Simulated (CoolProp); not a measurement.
Vapour-liquid equilibrium of R134a (1) + R142b (2) at 1130 kPa; x and y are mole fractions of (1).

Model: multi-fluid Helmholtz-energy mixture model, Tillner-Roth 1994 and Lemmon 2006; pair parameters Bell 2016, in CoolProp.

Q: Give the bubble temperature and the first vapour's composition at x = 0.05, 0.65, 0.95. Is there an azeotrope?

A: x = 0.05: 341.8 K, y = 0.086; x = 0.65: 323.3 K, y = 0.747; x = 0.95: 317.9 K, y = 0.964. No azeotrope shows between x = 0.05 and 0.95.

The pair parameters rest on a limited set of measurements; away from them the model extrapolates.
